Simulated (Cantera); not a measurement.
What does this Cantera script print?

```python
import numpy as np
import cantera as ct

gas_names = """
    CL CLO CL2 Fe FeCL FeCL2 FeCL3 FeO Fe2CL4 Fe2CL6 N NO NO2 NO3 N2 N2O O O2 O3
""".split()
cond_names = """
    Fe(a) Fe(c) Fe(d) Fe(L) FeCL2(s) FeCL2(L) FeCL3(s) FeCL3(L) FeO(s) FeO(L) Fe2O3(s) Fe3O4(s)
""".split()


# ... load() reads the species with a 1 bar reference pressure and builds the phases ...
atoms = {
    'Fe2O3': {'Fe': 2, 'O': 3},
    'Cl2': {'CL': 2},
    'N2': {'N': 2},
}
top_T = {'Fe2O3(s)': 1830, 'Fe3O4(s)': 1870}  # K; cautious upper limits of use, not melting points


# ... equilibrate(T, P, feed) seeds the gas with the atoms and calls Mixture.equilibrate('TP', solver="vcs", rtol=1e-11, max_steps=5000) ...
results = []
feed = {'Fe2O3': 1, 'Cl2': 21, 'N2': 3.2}  # mol
P = 1000  # Pa
for T in [775, 875, 975, 1075, 1175, 1275, 1375, 1475, 1575, 1675]:
    mix = equilibrate(T, P, feed)
    results.append((T, P, feed, dict(zip(mix.species_names, mix.species_moles))))

top = {s: max(r[3][s] / sum(r[3][g] for g in gas_names) for r in results) for s in gas_names}
cols = sorted((s for s in top if top[s] > 0.0001), key=lambda s: -top[s])[:6]
seen = [c for c in cond_names if any(r[3].get(c, 0) > 1e-12 for r in results)]
print("log10 of partial pressures in bar; condensed amounts in mol")
print(f"{'T/K':>10s}" + "".join(f"{s[:9]:>10s}" for s in cols + seen))
for T, P, feed, n in results:
    ng = sum(n[g] for g in gas_names)
    print(f"{T:10.4g}" + "".join(f"{np.log10(max(n[s] / ng * P / 1e5, 1e-99)):10.3f}" for s in cols)
          + "".join(f"{n.get(c, 0):10.4g}" for c in seen))
```

Output:

```
log10 of partial pressures in bar; condensed amounts in mol
       T/K       CL2        CL        N2     FeCL3        O2     FeCL2  Fe2O3(s)
       775    -2.065    -6.322    -2.879    -4.407    -4.524    -7.502    0.9517
       875    -2.077    -5.375    -2.881    -3.756    -3.875    -5.991    0.7838
       975    -2.113    -4.633    -2.885    -3.274    -3.385    -4.814    0.3253
      1075    -2.142    -4.028    -2.891    -3.139    -3.220    -4.115         0
      1175    -2.152    -3.517    -2.898    -3.219    -3.228    -3.732         0
      1275    -2.178    -3.094    -2.913    -3.364    -3.243    -3.480         0
      1375    -2.236    -2.749    -2.939    -3.581    -3.269    -3.340         0
      1475    -2.347    -2.481    -2.980    -3.865    -3.310    -3.285         0
      1575    -2.533    -2.291    -3.032    -4.205    -3.363    -3.285         0
      1675    -2.802    -2.175    -3.081    -4.580    -3.413    -3.307         0
```

Cantera equilibrium calculation (NASA polynomials, part measured and part estimated; ideal gas, pure solids and liquids). Condensed phases not in the tables: FeOCl.
